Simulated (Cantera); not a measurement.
# SiC + Si + N2 (sublimation and decomposition of ceramics)

A closed system holds: 1 mol SiC, 0.015 mol Si, 5.6 mol N2, equilibrated at 5.10 bar.

Method: chemical equilibrium by Gibbs-energy minimisation in Cantera with the NASA 1993 tables (ideal gas, pure condensed phases). Candidate condensed phases: C, Si, SiC, Si3N4; 20 gas species. Mutual solubility and eutectic melting of coexisting phases are not modelled. The tables' values for SiN are old estimates; treat these amounts as uncertain. Equilibrium is a limit: real reactors are often held back by kinetics, nucleation or transport.

```csv
T (°C),x N2,x Si,x SiN,x Si2C,x Si2N,x SiC2,x Si2,n C(graphite),n Si3N4(s),n SiC(s),n Si(l)
1425,1.00,5.70e-10,7.85e-10,1.03e-12,6.30e-12,4.42e-12,<1e-12,1.000,0.338,0,0
1575,1.00,2.94e-8,2.56e-8,3.21e-10,9.36e-10,5.63e-10,4.90e-12,1.000,0.338,0,0
1725,1.000,8.30e-7,4.90e-7,2.26e-8,6.42e-8,1.02e-8,8.52e-10,0,0.00500,1.000,0
1875,1.000,1.45e-5,6.15e-6,7.10e-7,2.39e-6,8.35e-8,7.07e-8,0,0.00495,1.000,0
2025,1.000,0.000174,5.51e-5,1.40e-5,5.46e-5,5.18e-7,3.23e-6,0,0.00433,1.000,0
2175,0.999,0.000626,0.000154,7.80e-5,0.000142,6.22e-6,1.54e-5,0,0,0.999,0.00848
2325,0.997,0.00163,0.000320,0.000296,0.000230,6.64e-5,4.30e-5,0,0,0.997,0
```
x: gas mole fraction; n: condensed amount in mol.

From 1425 °C to 1575 °C the condensed part is C(graphite) + Si3N4(s). From 1725 °C to 2025 °C the condensed part is SiC(s) + Si3N4(s). At 2175 °C the condensed part is Si(l) + SiC(s). At 2325 °C the condensed part is SiC(s).
